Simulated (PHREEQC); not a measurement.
**Copper plating or etch bath: speciation**

Make-up at 75 °C: 0.26 mol/kgw Cu(NO3)2 and 0.00015 mol/kgw HNO3. Closed to the air; pH follows from the charge balance.

The numbers come from PHREEQC with the ion-association model, phreeqc.dat.

Each row changes one thing in this solution. No solid was allowed to form.

```
case                                               pH  ionic strength (mol/kgw)  Cu2(OH)2+2 (mol/kgw)  CuOH+ (mol/kgw)  Cu(OH)2 (mol/kgw)
-----------------------------------------------  ----  ------------------------  --------------------  ---------------  -----------------
as made                                          3.43                     0.780              0.000180          2.22e-6            6.04e-9
temperature from 75 to 60 °C                     3.56                     0.780              0.000111          3.10e-6            1.16e-8
Cu(NO3)2 replaced by CuCl2 at the same molality  3.61                     0.425               8.78e-5          1.33e-6            6.44e-9
temperature from 75 to 45 °C                     3.69                     0.780               6.08e-5          4.30e-6            2.20e-8
HNO3 left out                                    3.48                     0.780              0.000227          2.49e-6            7.61e-9
```

The ionic strength passes 0.7 mol/kgw, the rough limit of the ion-association models, in as made; temperature from 75 to 60 °C; temperature from 75 to 45 °C; HNO3 left out. At this temperature some constants are extrapolated from 25 °C, and those without enthalpy data are left unchanged.
